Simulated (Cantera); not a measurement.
Charge: 1 mol SiC, 0.016 mol N₂O, 1.8 mol H₂, 0.38 mol CO₂, equilibrated at 1900 K and 518 Torr.

Cantera equilibrium calculation (NASA polynomials, part measured and part estimated; ideal gas, pure solids and liquids). Gases not in the tables: Si₂H₆ and higher silanes. Rates play no part.

```json
[
 {"species": "CO", "before": "0.223", "after": "0.681"},
 {"species": "H₂", "before": "0.694", "after": "0.249"},
 {"species": "H₂O", "before": "0.000130", "after": "0.0406"},
 {"species": "SiO", "before": "0.0764", "after": "0.000123"},
 {"species": "CO₂", "before": "9.95e-6", "after": "0.0264"},
 {"species": "SiH₂", "before": "1.03e-5", "after": "<1e-9"},
 {"species": "CH₄", "before": "2.72e-5", "after": "1.23e-8"},
 {"species": "HCN", "before": "9.26e-5", "after": "1.27e-7"},
 {"species": "N₂", "before": "0.00612", "after": "0.00257"},
 {"species": "H", "before": "0.000796", "after": "0.000476"},
 {"species": "SiC(s), mol", "before": "0.802", "after": "0"},
 {"species": "SiO₂(condensed), mol", "before": "0", "after": "0.999"}
]
```
Gas species are given as mole fractions.

Problem. Name the change that produced these shifts.
A. CO₂ from 0.38 to 3.4 mol
B. N₂O from 0.016 to 0.19 mol
C. temperature from 1900 K to 1998.15 K
D. SiC replaced by Si₃N₄

Solution. A, CO₂ from 0.38 to 3.4 mol. The tables hold silica as quartz up to 1696 K and as liquid above; real silica turns to tridymite and cristobalite and melts near 1996 K. Gases not in the tables: Si(OH)₄
